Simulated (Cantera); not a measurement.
## N2O furnace oxynitridation

A perfectly stirred reactor is fed with 50.0 % N2O, 50.0 % N2, at 0.00799 atm; it is held at 1575 K, and followed from long to short residence time.

Computed with Cantera and GRI-Mech 3.0 (53 species, 325 reactions). GRI-Mech 3.0 was tuned for natural gas; its chemistry of N2O as a main component is partial and can be far from experiment. Radical loss at walls, strong at low pressure, is not modelled. The temperature is held fixed by assumption; the heat of reaction is taken as removed at once.

| τ (s) | x N2O | x NO2 | x N2 | x O | x NO | x O2 |
|---|---|---|---|---|---|---|
| 9.6 | 0.0358 | 1.45e-5 | 0.726 | 0.000139 | 0.105 | 0.133 |
| 3.0 | 0.0986 | 1.13e-5 | 0.695 | 0.000141 | 0.0917 | 0.115 |
| 0.92 | 0.222 | 6.19e-6 | 0.635 | 0.000141 | 0.0636 | 0.0793 |
| 0.29 | 0.359 | 2.18e-6 | 0.569 | 0.000141 | 0.0324 | 0.0403 |
| 0.088 | 0.447 | 5.31e-7 | 0.526 | 0.000141 | 0.0122 | 0.0152 |
| 0.027 | 0.482 | 9.99e-8 | 0.509 | 0.000139 | 0.00399 | 0.00496 |
| 0.0085 | 0.494 | 1.38e-8 | 0.503 | 0.000134 | 0.00124 | 0.00154 |
| 0.0026 | 0.498 | 1.21e-9 | 0.501 | 0.000118 | 0.000337 | 0.000419 |
x: mole fraction; the columns are a selection and need not sum to one.
